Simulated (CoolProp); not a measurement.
Computed with CoolProp (reference Helmholtz-energy equation of state, Lemmon 2006). It is a short technical equation, of lower accuracy than the large ones.

**Question.** For acetone, give the phase and the density (kg/m³), cp (kJ/(kg K)), cv (kJ/(kg K)), expansivity (1/kK) at 143.65 °C and 2060 kPa; 169.15 °C and 2060 kPa.

**Answer.** 
- 143.65 °C and 2060 kPa: liquid; density 634, cp 2.60, cv 1.80, expansivity 2.59
- 169.15 °C and 2060 kPa: liquid; density 587, cp 2.81, cv 1.87, expansivity 3.48
